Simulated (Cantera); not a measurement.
Input: 1 mol AlN, a varied amount of NF3, at 1575 K and 1.00 bar.

These are equilibrium values from Cantera (NASA tables, ideal gas, pure condensed phases), not measurements of a reactor. Candidate condensed phases: Al, AlF3, AlN; 14 gas species. The tables' values for AlF2 are old estimates; treat these amounts as uncertain. Kinetics and transport are ignored.

x: gas mole fraction; n: condensed amount in mol.

```
n(NF3) (mol)       x F   x N2  x AlF3     x F2   x Al2F6  n AlN(s)
------------  --------  -----  ------  -------  --------  --------
0.96          6.23e-11  0.511   0.457   <1e-12    0.0237    0.0336
1.3              0.288  0.383   0.311  0.00590    0.0110         0
1.9              0.500  0.288   0.190   0.0178   0.00411         0
2.6              0.598  0.243   0.131   0.0254   0.00196         0
3.6              0.663      …       …        …         …         0
5.1              0.708  0.193       …        …         …         0
7.1              0.737  0.180  0.0440   0.0386  0.000220         0
```

Question: Fill in the missing entries.

Answer: 
- 3.6, x N2: 0.214
- 3.6, x AlF3: 0.0911
- 3.6, x F2: 0.0312
- 3.6, x Al2F6: 0.000942
- 5.1, x AlF3: 0.0625
- 5.1, x F2: 0.0356
- 5.1, x Al2F6: 0.000443
